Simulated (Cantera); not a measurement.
A perfectly stirred reactor is fed with H₂ : O₂ = 0.18 : 1 (molar parts), equivalence ratio 0.090, at 0.0132 atm; it is held at 1248 K, and followed from long to short residence time.

Computed with Cantera and GRI-Mech 3.0 (53 species, 325 reactions). Radical loss at walls, strong at low pressure, is not modelled. The temperature is held fixed by assumption; the heat of reaction is taken as removed at once.

Q: Predict: x(H₂) at τ = 1.20 s; x(O₂) at τ = 1.20 s; x(HO₂) at τ = 1.20 s; x(OH) at τ = 1.20 s; x(H₂O₂) at τ = 1.20 s; x(H₂) at τ = 90.0 ms; x(O₂) at τ = 90.0 ms; x(HO₂) at τ = 90.0 ms; x(OH) at τ = 90.0 ms; x(H₂O₂) at τ = 90.0 ms.

A: 
| Property | Result |
|---|---|
| x(H₂) at τ = 1.20 s | 0.000451 |
| x(O₂) at τ = 1.20 s | 0.831 |
| x(HO₂) at τ = 1.20 s | 3.21e-6 |
| x(OH) at τ = 1.20 s | 0.00233 |
| x(H₂O₂) at τ = 1.20 s | 1.72e-7 |
| x(H₂) at τ = 90.0 ms | 0.00220 |
| x(O₂) at τ = 90.0 ms | 0.816 |
| x(HO₂) at τ = 90.0 ms | 5.99e-6 |
| x(OH) at τ = 90.0 ms | 0.00528 |
| x(H₂O₂) at τ = 90.0 ms | 2.67e-7 |
